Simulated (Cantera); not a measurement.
Input: 1 mol Si3N4, 0.0032 mol Si, 3.6 mol H2, held at 0.320 bar.

These are equilibrium values from Cantera (NASA tables, ideal gas, pure condensed phases), not measurements of a reactor. Candidate condensed phases: Si, Si3N4; 18 gas species. The tables' values for SiN are old estimates; treat these amounts as uncertain. Gases not in the tables: Si2H6 and higher silanes. Equilibrium is a limit: real reactors are often held back by kinetics, nucleation or transport. All values below are at 2148 K.

Base state: H2 0.637, N2 0.356, H 0.00588, Si 0.000687, SiH 0.000152, SiH2 0.000148, Si2N 5.01e-5, SiN 4.35e-5 (mole fractions); condensed: Si(l).

### Question
What changes in the equilibrium state with this change: pressure from 0.320 bar to 1.00 bar?

### Answer
```
species       before     after
----------  --------  --------
H2             0.637     0.640
N2             0.356     0.356
H            0.00588   0.00333
Si          0.000687  0.000220
Si2N         5.01e-5   2.84e-5
SiN          4.35e-5   2.46e-5
SiH         0.000152   8.64e-5
Si(l), mol      3.00      3.00
```

### Question
What changes in the equilibrium state with this change: Si3N4 replaced by SiC?

### Answer
```tsv
species	before	after
H2	0.637	0.992
H	0.00588	0.00734
Si	0.000687	0.000559
N2	0.356	0
Si2N	5.01e-5	0
SiN	4.35e-5	0
Si(l), mol	3.00	0
SiC(s), mol	0	1.000
```
Further candidate phases: C, C6H6, C7H8, C8H18, SiC.
